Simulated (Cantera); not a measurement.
Input: 1 mol Ta2O5, 0.33 mol CH4, 0.56 mol H2, equilibrated at 602 °C and 1600 Pa.

Cantera equilibrium calculation (NASA polynomials, part measured and part estimated; ideal gas, pure solids and liquids). Candidate condensed phases: C, C6H6, C7H8, C8H18, H2O, Ta, TaC, Ta2O5; 113 gas species. TaC: taken at fixed stoichiometry. Condensed phases not in the tables: Ta2C. Equilibrium is a limit: real reactors are often held back by kinetics, nucleation or transport.

Base state: H2 0.993, CH4 0.00688, CO 0.000460, H2O 2.98e-5 (mole fractions); condensed: C(graphite) + TaC(s) + Ta2O5(s).

Task: What changes in the equilibrium state with this change: temperature from 602 °C to 2100 °C?

Result: 
```tsv
species	before	after
H2	0.993	0.691
CO	0.000460	0.200
H	<1e-9	0.0918
TaO2	<1e-9	0.0100
CH4	0.00688	<1e-9
TaO	<1e-9	0.00232
C(graphite), mol	0.321	0
TaC(s), mol	0.000238	0
Ta2O5(s), mol	1.000	0
Ta(s), mol	0	0.129
Ta2O5(l), mol	0	0.925
```
Mutual solubility and eutectic melting of coexisting phases are not modelled. Condensed phases not in the tables: Ta2C, N, O or C dissolved in the metal.
